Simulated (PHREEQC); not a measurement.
Consider water at 25 °C with 0.011 mol TMAH per kg of water. Closed to the air; pH follows from the charge balance.

All values are PHREEQC results (ion-association model, phreeqc.dat), not measurements.

```
Property                   Value
----------------  --------------
pH                         11.99
ionic strength    0.0110 mol/kgw
total alkalinity     11.0 meq/kg
```

| species | molality | activity | log γ |
|---|---|---|---|
| OH- | 0.0110 | 0.00985 | -0.048 |
| (CH3)4N+ | 0.0110 | 0.00987 | -0.047 |

No solid was allowed to form. (CH3)4N+ isn't in the database: it is added as a free cation with an ion size of 4 Å.
